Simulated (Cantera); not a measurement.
## Ignition delay

Mixture: 19.9 % H2, 16.8 % O2, 63.3 % N2, equivalence ratio 0.59, at 100000 Pa, adiabatic and at constant pressure. Ignition delay is the time to a rise of 400 K.

Computed with Cantera and the H2/O2 subset of GRI-Mech 3.0, which has no nitrogen chemistry. Where the delays flatten at high temperature, the 400 K rule measures the pace of heat release, not the induction time.

```
T0 (K)  delay (ms)
------  ----------
1300        0.0334
1400        0.0259
1500        0.0225
1600        0.0215
1700        0.0220
1800        0.0236
1900        0.0261
2000        0.0294
2100        0.0334
```
